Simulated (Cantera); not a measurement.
**Moist CO burnout**

An isothermal, constant-pressure homogeneous reactor starts with CO : O2 : H2O : N2 = 0.0013 : 0.0038 : 0.049 : 1 (molar parts), equivalence ratio 0.17, at 1375 K and 0.170 bar.

Detailed kinetics in Cantera: GRI-Mech 3.0 (53 species, 325 reactions).

| t (s) | x CO | x O2 | x H2O | x H2O2 | x H2 |
|---|---|---|---|---|---|
| 0.000900 | 0.00123 | 0.00360 | 0.0465 | 1.42e-12 | 1.31e-10 |
| 0.00177 | 0.00123 | 0.00360 | 0.0465 | 2.68e-12 | 7.32e-10 |
| 0.00349 | 0.00123 | 0.00360 | 0.0465 | 4.51e-12 | 4.14e-9 |
| 0.00687 | 0.00123 | 0.00360 | 0.0465 | 6.87e-12 | 2.87e-8 |
| 0.0135 | 0.00123 | 0.00360 | 0.0465 | 1.49e-11 | 3.82e-7 |
| 0.0266 | 0.00119 | 0.00359 | 0.0464 | 8.87e-10 | 2.76e-5 |
| 0.0524 | 0.000143 | 0.00324 | 0.0458 | 3.13e-8 | 0.000478 |
| 0.103 | 1.79e-5 | 0.00309 | 0.0461 | 2.18e-8 | 0.000288 |
| 0.203 | 7.49e-6 | 0.00302 | 0.0463 | 1.14e-8 | 0.000122 |
| 0.400 | 2.71e-6 | 0.00299 | 0.0464 | 4.95e-9 | 4.45e-5 |
| 0.787 | 9.29e-7 | 0.00299 | 0.0465 | 1.97e-9 | 1.55e-5 |
| 1.55 | 3.34e-7 | 0.00299 | 0.0465 | 7.88e-10 | 5.69e-6 |
| 3.05 | 1.34e-7 | 0.00299 | 0.0465 | 3.42e-10 | 2.34e-6 |
| 6.00 | 6.39e-8 | 0.00299 | 0.0465 | 1.72e-10 | 1.14e-6 |
x: mole fraction; the columns are a selection and need not sum to one.

Equilibrium at this temperature and pressure: CO 3.51e-8, O2 0.00295, H2O 0.0465, H2O2 9.83e-11, H2 6.40e-7 (gas phase only).
